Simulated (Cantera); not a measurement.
Input (Python, Cantera) and output of one run.

```python
import numpy as np
import cantera as ct

gas_names = """
    Mg MgO Mg2 O O2 O3 Si SiO SiO2 Si2 Si3
""".split()
cond_names = """
    Mg(cr) Mg(L) MgO(s) MgO(L) MgSiO3(I) MgSiO3(II) MgSiO3(III) MgSiO3(L) Mg2SiO4(s) Mg2SiO4(L) Si(cr)
    Si(L) SiO2(Lqz) SiO2(hqz) SiO2(L)
""".split()


# ... load() reads the species with a 1 bar reference pressure and builds the phases ...
atoms = {
    'SiO2': {'Si': 1, 'O': 2},
    'MgO': {'Mg': 1, 'O': 1},
    'O2': {'O': 2},
}
top_T = {}  # K; cautious upper limits of use, not melting points


# ... equilibrate(T, P, feed) seeds the gas with the atoms and calls Mixture.equilibrate('TP', solver="vcs", rtol=1e-11, max_steps=5000) ...
results = []
feed = {'SiO2': 1, 'MgO': 0.52, 'O2': 1.7}  # mol
P = 100000  # Pa
for T in [750, 775, 800, 825, 850, 875, 900, 925, 950, 975]:
    mix = equilibrate(T, P, feed)
    results.append((T, P, feed, dict(zip(mix.species_names, mix.species_moles))))

top = {s: max(r[3][s] / sum(r[3][g] for g in gas_names) for r in results) for s in gas_names}
cols = sorted((s for s in top if top[s] > 1e-06), key=lambda s: -top[s])[:9]
seen = [c for c in cond_names if any(r[3].get(c, 0) > 1e-12 for r in results)]
print("log10 of partial pressures in bar; condensed amounts in mol")
print(f"{'T/K':>10s}" + "".join(f"{s[:9]:>10s}" for s in cols + seen))
for T, P, feed, n in results:
    ng = sum(n[g] for g in gas_names)
    print(f"{T:10.4g}" + "".join(f"{np.log10(max(n[s] / ng * P / 1e5, 1e-99)):10.3f}" for s in cols)
          + "".join(f"{n.get(c, 0):10.4g}" for c in seen))
```

It prints:

```
log10 of partial pressures in bar; condensed amounts in mol
       T/K        O2 MgSiO3(I) MgSiO3(II SiO2(Lqz) SiO2(hqz)
       750    -0.000      0.52         0      0.48         0
       775    -0.000      0.52         0      0.48         0
       800    -0.000      0.52         0      0.48         0
       825    -0.000      0.52         0      0.48         0
       850    -0.000      0.52         0         0      0.48
       875    -0.000      0.52         0         0      0.48
       900    -0.000      0.52         0         0      0.48
       925    -0.000         0      0.52         0      0.48
       950    -0.000         0      0.52         0      0.48
       975    -0.000         0      0.52         0      0.48
```

Equilibrium computed with Cantera from the NASA thermochemical tables; the gas is ideal and each condensed phase is pure. Condensed phases not in the tables: alloys, solid solutions and most ternary compounds.
